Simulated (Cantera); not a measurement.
**Adiabatic ignition**

An adiabatic, constant-pressure homogeneous reactor starts with CO : H2 : CH4 : O2 : N2 : H2O = 0.35 : 0.19 : 0.059 : 0.751 : 2.82 : 0.18 (molar parts), at 1525 K and 9.87 atm.

Detailed kinetics in Cantera: GRI-Mech 3.0 (53 species, 325 reactions).

| t (s) | T (K) | x CO | x H2 | x CH4 | x HCN | x CH3 |
|---|---|---|---|---|---|---|
| 1.00e-6 | 1525 | 0.0805 | 0.0437 | 0.0136 | <1e-12 | 4.37e-6 |
| 2.85e-6 | 1529 | 0.0804 | 0.0429 | 0.0132 | 8.30e-12 | 0.000288 |
| 8.11e-6 | 2284 | 0.0358 | 0.00391 | <1e-12 | 6.54e-11 | <1e-12 |
| 2.31e-5 | 2578 | 0.00732 | 0.00125 | <1e-12 | 1.50e-11 | <1e-12 |
| 6.58e-5 | 2592 | 0.00590 | 0.00110 | <1e-12 | 1.33e-11 | <1e-12 |
| 0.000187 | 2590 | 0.00587 | 0.00110 | <1e-12 | 1.45e-11 | <1e-12 |
| 0.000534 | 2587 | 0.00581 | 0.00109 | <1e-12 | 1.75e-11 | <1e-12 |
| 0.00152 | 2579 | 0.00568 | 0.00107 | <1e-12 | 2.27e-11 | <1e-12 |
| 0.00433 | 2570 | 0.00553 | 0.00104 | <1e-12 | 2.69e-11 | <1e-12 |
| 0.0123 | 2568 | 0.00549 | 0.00104 | <1e-12 | 2.78e-11 | <1e-12 |
| 0.0351 | 2568 | 0.00549 | 0.00104 | <1e-12 | 2.78e-11 | <1e-12 |
| 0.100 | 2568 | 0.00549 | 0.00104 | <1e-12 | 2.78e-11 | <1e-12 |
x: mole fraction; the columns are a selection and need not sum to one.

The time of steepest temperature rise comes out as 5.12 µs and the temperature at 0.100 s is 2568 K. The equilibrium temperature is 2568 K. The x(CO) at 0.100 s is 0.00549 (gas-phase equilibrium 0.00549) and the x(H2) at 0.100 s is 0.00104 (gas-phase equilibrium 0.00104). The x(CH4) at 0.100 s is <1e-12 (gas-phase equilibrium <1e-12).
